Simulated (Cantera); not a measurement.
## Thermodynamics of fluorocarbon and chlorocarbon gases, feed C2F6 + Si

Feed: 1 mol C2F6, 0.88 mol Si, at 1500 °C and 97.0 mbar.

Equilibrium computed with Cantera from the NASA thermochemical tables; the gas is ideal and each condensed phase is pure. Candidate condensed phases: C, Si, SiC; 23 gas species. The feed counts by its element totals alone. Gases not in the tables: C2F6 and larger saturated fluorocarbons. Rates play no part.

```
Property                             Result
--------------------------------  ---------
x(SiF4)                               0.586
x(CF4)                                0.411
x(CF2)                              0.00274
x(CF3)                             0.000472
x(F)                               0.000454
x(SiF3)                             3.83e-6
n(C(graphite))                     1.38 mol
gas amount                        1.503 mol
log10 activity of Si(l) (absent)     -20.27
```
